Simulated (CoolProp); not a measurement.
A closed Brayton cycle with carbon dioxide: compressor inlet 313.15 K and 9.7 MPa, high pressure 33.9 MPa, turbine inlet 800 K, compressor efficiency 0.85, turbine efficiency 0.93, recuperator effectiveness 0.8 (on enthalpy, no pinch check). Each further row changes one setting.

Computed with CoolProp (reference Helmholtz-energy equation of state, Span 1996).

```json
[
 {"case": "as stated", "thermal efficiency (%)": "33.6", "net work (kJ/kg)": "120", "compressor to turbine work": "0.25", "compressor exit (K)": "359.7", "turbine exit (K)": "649.0"},
 {"case": "turbine inlet 750 K", "thermal efficiency (%)": "32.2", "net work (kJ/kg)": "108", "compressor to turbine work": "0.27", "compressor exit (K)": "359.7", "turbine exit (K)": "604.4"},
 {"case": "compressor inlet 323.15 K", "thermal efficiency (%)": "32.2", "net work (kJ/kg)": "103", "compressor to turbine work": "0.36", "compressor exit (K)": "407.9", "turbine exit (K)": "649.0"},
 {"case": "high pressure 28.8 MPa", "thermal efficiency (%)": "31.9", "net work (kJ/kg)": "109", "compressor to turbine work": "0.23", "compressor exit (K)": "352.5", "turbine exit (K)": "668.0"},
 {"case": "recuperator effectiveness 0.5", "thermal efficiency (%)": "25.9", "net work (kJ/kg)": "120", "compressor to turbine work": "0.25", "compressor exit (K)": "359.7", "turbine exit (K)": "649.0"}
]
```
